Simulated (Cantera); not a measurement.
Charge: 1 mol SiH₄, 0.51 mol N₂, equilibrated at 1573.15 K.

Equilibrium computed with Cantera from the NASA thermochemical tables; the gas is ideal and each condensed phase is pure. Candidate condensed phases: Si, Si₃N₄; 18 gas species. Mutual solubility and eutectic melting of coexisting phases are not modelled. Kinetics and transport are ignored.

**Question.** At 29000 Pa, list the 3 most abundant gas species with their mole fractions, and the condensed phases.

**Answer.** H₂ 0.999, N₂ 0.000644, H 7.56e-5. Condensed: Si(s) + Si₃N₄(s).
